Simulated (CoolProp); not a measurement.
Saturation properties of c-C4F8 (RC318).

Computed with CoolProp (reference Helmholtz-energy equation of state, Platzer 1990). This equation is an older, rougher fit; its heat capacities, sound speeds and derivatives of the liquid may be far off and weren't checked against measurements.

```tsv
T (K)	p (kPa)	liquid density (kg/m³)	liquid conductivity (mW/(m K))
252.5	52.88	___	___
257	65.17	1651	___
261.5	79.62	1635	73.8
266	96.49	1619	72.9
270.5	116.0	1603	71.9
275	138.6	___	70.9
279.5	164.3	1570	69.8
284	193.6	1554	68.7
288.5	226.8	1536	67.7
293	264.2	___	66.5
297.5	306.1	1501	65.4
302	352.8	1483	64.2
306.5	404.7	1464	63.0
311	462.2	1445	61.8
```

### Question
What belongs in the gaps?

### Answer

- 252.5, liquid density (kg/m³): 1666
- 252.5, liquid conductivity (mW/(m K)): 75.7
- 257, liquid conductivity (mW/(m K)): 74.8
- 275, liquid density (kg/m³): 1587
- 293, liquid density (kg/m³): 1519

It boils at 267.2 K under 1 atm.

Thermal conductivity comes from a separate model (Huber 2003), an estimate that may be off by 10 % or more.
